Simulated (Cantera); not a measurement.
Feed: 1 mol PH3, 3.3 mol O2, 0.52 mol H2, equilibrated at 0.100 bar.

Method: chemical equilibrium by Gibbs-energy minimisation in Cantera with the NASA 1993 tables (ideal gas, pure condensed phases). Candidate condensed phases: H2O, P, P4O10; 17 gas species. Gases not in the tables: HPO2, HPO3 and P4O6. Equilibrium is a limit: real reactors are often held back by kinetics, nucleation or transport. All values below are at 2023 K.

Base state: H2O 0.461, O2 0.296, PO2 0.231, OH 0.00952, O 0.00137, H2 0.000919, PO 0.000330, H 0.000182 (mole fractions); condensed: gas only.

What changes in the equilibrium state with this change: pressure from 0.100 bar to 14.0 mbar?


| species | before | after |
|---|---|---|
| H2O | 0.461 | 0.454 |
| O2 | 0.296 | 0.293 |
| PO2 | 0.231 | 0.229 |
| OH | 0.00952 | 0.0154 |
| H | 0.000182 | 0.000791 |
| PO | 0.000330 | 0.000880 |
| O | 0.00137 | 0.00365 |
| H2 | 0.000919 | 0.00243 |
